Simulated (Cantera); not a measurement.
Feed: 1 mol AlN, 1.2 mol Cl₂, 12 mol N₂, at 1.33 mbar.

These are equilibrium values from Cantera (NASA tables, ideal gas, pure condensed phases), not measurements of a reactor. Candidate condensed phases: Al, AlCl₃, AlN; 11 gas species. Equilibrium is a limit: real reactors are often held back by kinetics, nucleation or transport.

Over these rows the condensed part is AlN(s). Partial pressures as log10 of bar:

```
T (K)  1000/T (1/K)  log p AlCl  log p N₂  log p AlCl₃
-----  ------------  ----------  --------  -----------
1023         0.9775       -9.63     -2.90        -4.09
1098         0.9107           ?     -2.90        -4.09
1173         0.8525       -7.35     -2.90        -4.09
1248         0.8013       -6.43     -2.90        -4.10
1323         0.7559       -5.61     -2.90        -4.11
1398         0.7153       -4.89     -2.91        -4.16
```

**Question.** Fit log p(AlCl) = a + b·(1000/T) to the five rows, give the apparent enthalpy, and predict the row at 1098 K.

**Answer.** Means: 1000/T = 0.8205, log p = -6.782. Sxy = -0.746820, Sxx = 0.0412818, so b = -18.09 and a = -6.782 − (-18.09)×0.8205 = 8.06.
Apparent enthalpy: −19.145 × (-18.09) = 346 kJ/mol. With the condensed phases at unit activity, 2/3 AlN(s) + 1/3 AlCl₃(g) = AlCl(g) + 1/3 N₂(g) links this pressure to the main gases: over the six rows their terms move log p by -0.02 in all, so the slope is close to that reaction's ΔH°. The five rows lie within 0.01 of the line.
Prediction at 1098 K: 8.06 + (-18.09)×0.9107 = -8.41. The computed value is -8.41, 0.00 from the line.
